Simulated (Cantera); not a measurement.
What does this Cantera script print?

```python
import numpy as np
import cantera as ct

gas = ct.Solution("gri30.yaml")


def delay(T, t_max=10):
    gas.TPX = T, 100000, {'CH4': 1, 'C2H6': 0.18, 'O2': 1.88, 'N2': 7.06}
    reactor = ct.IdealGasConstPressureReactor(gas, clone=False)
    net = ct.ReactorNet([reactor])
    net.rtol, net.atol = 1e-8, 1e-16
    while net.time < t_max:
        t_old, T_old = net.time, reactor.T
        net.step()
        if reactor.T > T + 400:  # ignition: a rise of 400 K
            return t_old + (T + 400 - T_old) / (reactor.T - T_old) * (net.time - t_old)
    return np.nan


taus = []
for T in [1075, 1175, 1275, 1375, 1475, 1575, 1675, 1775, 1875]:
    taus.append(delay(T))
    print(f"T0 = {T:6g} K   tau = {taus[-1]:.4e} s")
```

It prints:

```
T0 =   1075 K   tau = 2.3967e-02 s
T0 =   1175 K   tau = 4.7214e-03 s
T0 =   1275 K   tau = 1.4389e-03 s
T0 =   1375 K   tau = 5.5797e-04 s
T0 =   1475 K   tau = 2.3998e-04 s
T0 =   1575 K   tau = 1.1210e-04 s
T0 =   1675 K   tau = 5.7806e-05 s
T0 =   1775 K   tau = 3.3065e-05 s
T0 =   1875 K   tau = 2.0780e-05 s
```

Model: GRI-Mech 3.0 (53 species, 325 reactions), integrated in Cantera.
